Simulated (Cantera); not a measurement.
Cantera run:

```python
import numpy as np
import cantera as ct

gas_names = """
    N NO NO2 NO3 N2 N2O O O2 O3 Si SiN SiO SiO2 Si2 Si2N Si3
""".split()
cond_names = """
    Si(cr) Si(L) SiO2(Lqz) SiO2(hqz) SiO2(L) Si2N2O(s) Si3N4(a)
""".split()


# ... load() reads the species with a 1 bar reference pressure and builds the phases ...
atoms = {
    'Si': {'Si': 1},
    'O2': {'O': 2},
    'N2': {'N': 2},
}
top_T = {'Si2N2O(s)': 2100, 'Si3N4(a)': 2400}  # K; cautious upper limits of use, not melting points


# ... equilibrate(T, P, feed) seeds the gas with the atoms and calls Mixture.equilibrate('TP', solver="vcs", rtol=1e-11, max_steps=5000) ...
results = []
feed = {'Si': 1, 'O2': 0.26, 'N2': 170}  # mol
P = 0.94  # Pa
for T in [1500, 1550, 1600, 1650, 1700, 1750, 1800, 1850, 1900, 1950, 2000, 2050]:
    mix = equilibrate(T, P, feed)
    results.append((T, P, feed, dict(zip(mix.species_names, mix.species_moles))))
    x = sorted(zip(gas.X, gas.species_names), reverse=True)
    print(f"T = {T:g} K  P = {P:g} Pa  gas = {mix.phase_moles(0):.4g} mol")
    print("   x: " + "  ".join(f"{s} {v:.3e}" for v, s in x if v > 1e-06))
    print("   condensed (mol): " + ("  ".join(f"{mix.phase(i).name} {mix.phase_moles(i):.4g}"
          for i in range(1, mix.n_phases) if mix.phase_moles(i) > 1e-12) or "none"))
```

Output:

```
T = 1500 K  P = 0.94 Pa  gas = 170.7 mol
   x: N2 9.958e-01  SiO 3.046e-03  Si 1.120e-03  Si2N 6.611e-06  SiN 4.401e-06  Si2 1.432e-06
   condensed (mol): Si(cr) 0.2852
T = 1550 K  P = 0.94 Pa  gas = 171 mol
   x: N2 9.942e-01  SiO 3.041e-03  Si 2.767e-03  Si2N 1.101e-05  SiN 8.840e-06  Si2 3.910e-06
   condensed (mol): none
T = 1600 K  P = 0.94 Pa  gas = 171 mol
   x: N2 9.942e-01  SiO 3.041e-03  Si 2.789e-03  SiN 7.345e-06  Si2N 3.313e-06  Si2 1.869e-06
   condensed (mol): none
T = 1650 K  P = 0.94 Pa  gas = 171 mol
   x: N2 9.942e-01  SiO 3.041e-03  Si 2.797e-03  SiN 6.143e-06  Si2N 1.062e-06
   condensed (mol): none
T = 1700 K  P = 0.94 Pa  gas = 171 mol
   x: N2 9.942e-01  SiO 3.041e-03  Si 2.800e-03  SiN 5.184e-06
   condensed (mol): none
T = 1750 K  P = 0.94 Pa  gas = 171 mol
   x: N2 9.942e-01  SiO 3.041e-03  Si 2.802e-03  SiN 4.416e-06
   condensed (mol): none
T = 1800 K  P = 0.94 Pa  gas = 171 mol
   x: N2 9.942e-01  SiO 3.041e-03  Si 2.803e-03  SiN 3.794e-06
   condensed (mol): none
T = 1850 K  P = 0.94 Pa  gas = 171 mol
   x: N2 9.942e-01  SiO 3.041e-03  Si 2.804e-03  SiN 3.287e-06
   condensed (mol): none
T = 1900 K  P = 0.94 Pa  gas = 171 mol
   x: N2 9.942e-01  SiO 3.041e-03  Si 2.804e-03  SiN 2.870e-06
   condensed (mol): none
T = 1950 K  P = 0.94 Pa  gas = 171 mol
   x: N2 9.942e-01  SiO 3.041e-03  Si 2.804e-03  SiN 2.523e-06
   condensed (mol): none
T = 2000 K  P = 0.94 Pa  gas = 171 mol
   x: N2 9.942e-01  SiO 3.041e-03  Si 2.805e-03  SiN 2.232e-06
   condensed (mol): none
T = 2050 K  P = 0.94 Pa  gas = 171 mol
   x: N2 9.942e-01  SiO 3.041e-03  Si 2.805e-03  SiN 1.987e-06
   condensed (mol): none
```

Cantera equilibrium calculation (NASA polynomials, part measured and part estimated; ideal gas, pure solids and liquids).
